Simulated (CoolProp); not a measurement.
A single-stage vapour-compression cycle with chloromethane (R40): evaporating at 301.15 K (dew point), condensing at 363.15 K (bubble point), superheat 8 K, subcooling 0 K, compressor efficiency 0.75, no pressure losses. Each further row changes one setting.

Values from CoolProp's reference Helmholtz-energy equation of state, Thol 2014.

```
case                              cooling COP  pressure ratio  discharge temperature (K)  refrigerating effect (kJ/kg)  volumetric capacity (kJ/m³)
--------------------------------  -----------  --------------  -------------------------  ----------------------------  ---------------------------
as stated                                   …            4.26                      434.0                           269                         3710
evaporating temperature 306.15 K         3.05            3.71                      427.2                             …                         4280
condensing temperature 358.15 K             …            3.87                      424.9                           279                         3840
subcooling 5 K                              …            4.26                      434.0                           279                         3850
superheat 18 K                           2.69            4.26                          …                           280                            …
compressor efficiency 0.65                  …            4.26                          …                           269                         3710
```

Question: Some entries are withheld; supply them.

Answer: 
- as stated, cooling COP: 2.71
- evaporating temperature 306.15 K, refrigerating effect (kJ/kg): 271
- condensing temperature 358.15 K, cooling COP: 3.03
- subcooling 5 K, cooling COP: 2.81
- superheat 18 K, discharge temperature (K): 446.4
- superheat 18 K, volumetric capacity (kJ/m³): 3680
- compressor efficiency 0.65, cooling COP: 2.35
- compressor efficiency 0.65, discharge temperature (K): 446.7
